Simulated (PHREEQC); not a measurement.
# Nickel, zinc or cadmium bath

Make-up at 10 °C: 130 mmol/kgw ZnSO4, 64 mmol/kgw Na2SO4 and 90 mmol/kgw HCl. Closed to the air; pH follows from the charge balance.

Model: ion-association model, phreeqc.dat, run in PHREEQC.

This is a speciation only: nothing precipitates in the calculation.

Predict the pH.

pH 1.47.

In which forms is S present?

SO4-2 32 %, HSO4- 24 %, ZnSO4 21 %, Zn(SO4)2-2 20 %, NaSO4- 4.0 % of the S.

Complexes and solids missing from the database can't appear. Constants without temperature data keep their 25 °C values here.
